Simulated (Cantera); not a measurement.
An adiabatic, constant-volume homogeneous reactor starts with CH4 : H2 : O2 : N2 = 1 : 0.035 : 3.25 : 20.8 (molar parts), at 1000 K and 9.87 atm.

Cantera simulation using GRI-Mech 3.0 (53 species, 325 reactions); the numbers are that mechanism's predictions, not measurements.

Predict: time of steepest temperature rise; temperature at 4.00 s; equilibrium temperature; x(H2) at 4.00 s; x(O2) at 4.00 s; x(NO) at 4.00 s; x(HO2) at 4.00 s.


* **time of steepest temperature rise**: 49.0 ms
* **temperature at 4.00 s**: 2108 K
* **equilibrium temperature**: 2108 K
* **x(H2) at 4.00 s**: 5.14e-5 (gas-phase equilibrium 5.14e-5)
* **x(O2) at 4.00 s**: 0.0465 (gas-phase equilibrium 0.0465)
* **x(NO) at 4.00 s**: 0.00491 (gas-phase equilibrium 0.00491)
* **x(HO2) at 4.00 s**: 2.66e-6 (gas-phase equilibrium 2.66e-6)
